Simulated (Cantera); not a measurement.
Input (Python, Cantera):

```python
import numpy as np
import cantera as ct

surf = ct.Interface("ptcombust.yaml", "Pt_surf")
gas = surf.adjacent["gas"]
gas.TPX = 875, 500000, {'CH4': 0.0048, 'O2': 0.098, 'N2': 0.79}
surf.TP = 875, 500000
reactor = ct.FlowReactor(gas, clone=False)
reactor.area = 0.0001  # m2
reactor.surface_area_to_volume_ratio = 3300  # 1/m
reactor.mass_flow_rate = 0.24 * reactor.area * gas.density  # inlet velocity 0.24 m/s
reactor.energy_enabled = False
wall = ct.ReactorSurface(surf, reactor, clone=False)
net = ct.ReactorNet([reactor])
net.rtol, net.atol = 1e-8, 1e-16
show, cover = ['CH4', 'O2', 'H2O', 'CO2', 'CO'], ['PT(S)', 'H(S)', 'O(S)', 'OH(S)', 'CO(S)', 'C(S)']

rows = []
print(f"{'z/m':>9s}{'u/(m/s)':>9s}" + "".join(f"{s:>13s}" for s in show + cover))
for z in [0.0001, 0.0002, 0.00038, 0.00074, 0.0014, 0.0028, 0.0053, 0.01]:
    net.advance(z)
    rows.append([reactor.speed, *gas[show].X, *surf[cover].coverages])
    print(f"{z:9.4g}{rows[-1][0]:9.3g}" + "".join(f"{x:13.4e}" for x in rows[-1][1:]))
```

It prints:

```
      z/m  u/(m/s)          CH4           O2          H2O          CO2           CO        PT(S)         H(S)         O(S)        OH(S)        CO(S)         C(S)
   0.0001     0.24   5.3617e-03   1.0974e-01   2.9259e-05   1.4051e-05   5.7756e-07   4.3368e-02   1.7534e-09   9.5643e-01   2.0043e-04   5.0903e-06   1.5797e-08
   0.0002     0.24   5.3471e-03   1.0971e-01   5.8422e-05   2.8388e-05   8.2190e-07   4.3360e-02   2.3476e-09   9.5636e-01   2.7059e-04   5.1496e-06   1.5748e-08
  0.00038     0.24   5.3210e-03   1.0966e-01   1.1069e-04   5.4382e-05   9.6091e-07   4.3351e-02   3.1378e-09   9.5628e-01   3.6391e-04   5.1660e-06   1.5665e-08
  0.00074     0.24   5.2691e-03   1.0955e-01   2.1443e-04   1.0621e-04   9.8890e-07   4.3341e-02   4.2890e-09   9.5615e-01   4.9988e-04   5.1250e-06   1.5506e-08
   0.0014     0.24   5.1753e-03   1.0937e-01   4.0192e-04   1.9995e-04   9.7323e-07   4.3335e-02   5.8126e-09   9.5598e-01   6.7979e-04   5.0336e-06   1.5228e-08
   0.0028     0.24   4.9817e-03   1.0898e-01   7.8873e-04   3.9330e-04   9.3718e-07   4.3342e-02   8.0925e-09   9.5570e-01   9.4869e-04   4.8485e-06   1.4668e-08
   0.0053     0.24   4.6533e-03   1.0832e-01   1.4446e-03   7.2110e-04   8.7603e-07   4.3376e-02   1.0927e-08   9.5534e-01   1.2819e-03   4.5389e-06   1.3731e-08
     0.01     0.24   4.0913e-03   1.0720e-01   2.5667e-03   1.2817e-03   7.7137e-07   4.3462e-02   1.4577e-08   9.5482e-01   1.7084e-03   4.0111e-06   1.2134e-08
```

Model: Deutschmann's 1995 Pt surface mechanism with GRI-Mech 3.0 gas chemistry, integrated in Cantera. Catalytic surfaces can have several steady states; this one follows from the mechanism file's or the stated starting coverage. Mass transfer to the wall is taken as infinitely fast.
